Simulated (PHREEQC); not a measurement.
# Metal-bearing waste water: speciation

Solution (25 °C): 0.0092 mol CuSO4, 0.085 mol MgSO4 and 0.0005 mol H2SO4 per kg of water. Closed to the air; pH follows from the charge balance.

All values are PHREEQC results (ion-association model, phreeqc.dat), not measurements.

```yaml
pH: 3.48
ionic_strength: 0.183 mol/kgw
specific_conductance: 7830 µS/cm
density: 1.009 g/cm³
total_alkalinity: -1.00 meq/kg
```

| species | molality | activity | log γ |
|---|---|---|---|
| SO4-2 | 0.0455 | 0.0138 | -0.520 |
| MgSO4 | 0.0442 | 0.0461 | 0.018 |
| Mg+2 | 0.0408 | 0.0143 | -0.456 |
| Cu+2 | 0.00483 | 0.00162 | -0.473 |
| CuSO4 | 0.00437 | 0.00456 | 0.018 |
| HSO4- | 0.000588 | 0.000441 | -0.125 |
| H+ | 0.000412 | 0.000330 | -0.096 |
| CuOH+ | 6.77e-8 | 4.91e-8 | -0.140 |
| Cu2(OH)2+2 | 3.33e-9 | 1.05e-9 | -0.499 |

Precipitation was switched off in this run.
